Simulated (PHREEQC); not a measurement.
Dissolve 170 mmol/kgw HF, 100 mmol/kgw NH4F and 0.44 mmol/kgw (NH4)2SiF6 at 25 °C and 100 atm. Closed to the air; pH follows from the charge balance.

The numbers come from PHREEQC with the ion-association model with the Debye-Hückel limiting law, phreeqc.dat.

This is a speciation only: nothing precipitates in the calculation.

Problem. Predict the pH.

Solution. pH 2.70.

Problem. In which forms is F present?

Solution. HF 49 %, F- 25 %, HF2- 25 %, SiF6-2 1.0 % of the F.

Under pressure, the constants of complexes without a molar volume in the database are unreliable. SiF6-2 is the database's only silicon fluoride.
